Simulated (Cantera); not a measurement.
An isothermal, constant-pressure homogeneous reactor starts with H₂ : O₂ = 0.061 : 1 (molar parts), at 1425 K and 4.50 Torr. Integrator tolerance rtol = 1e-08.

Cantera simulation using the H2/O2 subset of GRI-Mech 3.0, which has no nitrogen chemistry; the numbers are that mechanism's predictions, not measurements. Radical loss at walls, strong at low pressure, is not modelled. The temperature is held fixed by assumption; the heat of reaction is taken as removed at once.

Q: What does this change do: H2 0.061 to 0.08 parts?

A: 
```
quantity                                           before                                     after
---------------  ----------------------------------------  ----------------------------------------
x(H₂) at 1.00 s  0.000184 (gas-phase equilibrium 5.22e-7)  0.000195 (gas-phase equilibrium 6.84e-7)
x(O₂) at 1.00 s       0.933 (gas-phase equilibrium 0.941)       0.917 (gas-phase equilibrium 0.923)
x(H) at 1.00 s   0.000435 (gas-phase equilibrium 6.40e-8)  0.000360 (gas-phase equilibrium 7.33e-8)
x(O) at 1.00 s    0.00632 (gas-phase equilibrium 1.75e-5)   0.00503 (gas-phase equilibrium 1.73e-5)
x(OH) at 1.00 s  0.00296 (gas-phase equilibrium 0.000159)  0.00302 (gas-phase equilibrium 0.000180)
```

Q: What does this change do: temperature 1425 to 1100 K?

A: 
```tsv
quantity	before	after
x(H₂) at 1.00 s	0.000184 (gas-phase equilibrium 5.22e-7)	1.95e-5 (gas-phase equilibrium 1.05e-9)
x(O₂) at 1.00 s	0.933 (gas-phase equilibrium 0.941)	0.940 (gas-phase equilibrium 0.941)
x(H) at 1.00 s	0.000435 (gas-phase equilibrium 6.40e-8)	2.55e-5 (gas-phase equilibrium 1.09e-11)
x(O) at 1.00 s	0.00632 (gas-phase equilibrium 1.75e-5)	0.000559 (gas-phase equilibrium 3.15e-8)
x(OH) at 1.00 s	0.00296 (gas-phase equilibrium 0.000159)	0.000364 (gas-phase equilibrium 2.74e-6)
```
